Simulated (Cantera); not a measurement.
A Cantera script and its output.

```python
import numpy as np
import cantera as ct

gas = ct.Solution("h2o2.yaml")
gas.TPX = 600, 250000, {'H2': 1, 'O2': 0.357, 'N2': 1.34, 'H2O': 0.047}
flame = ct.FreeFlame(gas, width=0.021)
flame.set_refine_criteria(ratio=3, slope=0.08, curve=0.16)
flame.transport_model = "mixture-averaged"
flame.solve(loglevel=0, auto=True)
z, T = flame.grid, flame.T
thick = (T[-1] - T[0]) / np.gradient(T, z).max()
show = ['H2', 'O2', 'HO2', 'H', 'H2O2', 'H2O']
print(f"laminar burning velocity  {flame.velocity[0] * 100:.3f} cm/s")
print(f"burnt temperature         {T[-1]:.1f} K")
print(f"thermal thickness         {thick * 1e3:.4f} mm")
print(f"grid points               {len(z)}")
z0 = z[flame.heat_release_rate.argmax()]
print(f"{'z/mm':>9s}{'T/K':>9s}{'u/(m/s)':>9s}" + "".join(f"{s:>11s}" for s in show))
rows = []
for k in (-3, -2, -1.5, -1, -0.5, -0.25, 0, 0.25, 0.5, 1, 2, 4, 8):
    zz = z0 + k * thick
    rows.append([k * thick, np.interp(zz, z, T), np.interp(zz, z, flame.velocity),
                 *(np.interp(zz, z, flame.X[gas.species_index(s)]) for s in show)])
    print(f"{rows[-1][0] * 1e3:9.3f}{rows[-1][1]:9.1f}{rows[-1][2]:9.3f}" + "".join(f"{x:11.3e}" for x in rows[-1][3:]))
```

Output:

```
laminar burning velocity  894.326 cm/s
burnt temperature         2479.1 K
thermal thickness         0.1361 mm
grid points               118
     z/mm      T/K  u/(m/s)         H2         O2        HO2          H       H2O2        H2O
   -0.408    600.0    8.943  3.644e-01  1.301e-01  1.694e-12  3.831e-16  4.343e-15  1.713e-02
   -0.272    600.0    8.943  3.644e-01  1.301e-01  6.101e-10  4.796e-13  1.662e-12  1.713e-02
   -0.204    600.0    8.943  3.644e-01  1.301e-01  9.658e-09  2.260e-11  2.698e-11  1.713e-02
   -0.136    600.1    8.943  3.643e-01  1.301e-01  5.799e-07  9.123e-09  1.819e-09  1.713e-02
   -0.068    620.5    9.186  3.591e-01  1.305e-01  3.436e-04  1.042e-04  5.167e-06  1.800e-02
   -0.034    862.2   12.418  3.237e-01  1.246e-01  4.443e-04  5.401e-03  3.408e-05  3.923e-02
    0.000   1315.5   18.333  2.290e-01  8.801e-02  1.860e-04  3.389e-02  9.643e-06  1.214e-01
    0.034   1638.3   22.529  1.404e-01  3.459e-02  6.630e-05  6.123e-02  3.315e-06  2.204e-01
    0.068   1795.0   24.503  1.114e-01  1.367e-02  2.472e-05  6.501e-02  2.005e-06  2.593e-01
    0.136   1947.8   26.341  1.064e-01  6.293e-03  1.059e-05  5.538e-02  1.119e-06  2.757e-01
    0.272   2095.5   28.044  1.092e-01  4.024e-03  6.227e-06  4.155e-02  6.216e-07  2.851e-01
    0.545   2228.8   29.531  1.115e-01  2.338e-03  3.447e-06  2.903e-02  3.651e-07  2.947e-01
    1.089   2333.8   30.666  1.131e-01  1.167e-03  1.694e-06  1.916e-02  2.211e-07  3.031e-01
```

Computed with Cantera and the H2/O2 subset of GRI-Mech 3.0, which has no nitrogen chemistry. The hydrogen kinetics of GRI-Mech 3.0 are dated; newer H2 mechanisms differ, most at raised pressure. Burning velocities carry a grid error of a few per cent, more on coarse grids.
